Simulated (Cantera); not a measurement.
A closed system holds: 1 mol Al, 15 mol HCl, 9.7 mol N2, at 300 °C and 0.133 bar.

Cantera equilibrium calculation (NASA polynomials, part measured and part estimated; ideal gas, pure solids and liquids). Candidate condensed phases: Al, AlCl3, AlN, NH4Cl; 20 gas species. Kinetics and transport are ignored.

Base state: HCl 0.505, N2 0.408, H2 0.0630, Al2Cl6 0.0182, AlCl3 0.00561, NH3 9.07e-5 (mole fractions); condensed: gas only.

Q: What changes in the equilibrium state with this change: temperature from 300 °C to 450 °C?

A: 
```csv
species,before,after
HCl,0.505,0.498
N2,0.408,0.402
H2,0.0630,0.0622
AlCl3,0.00561,0.0344
Al2Cl6,0.0182,0.00354
NH3,9.07e-5,9.21e-6
```
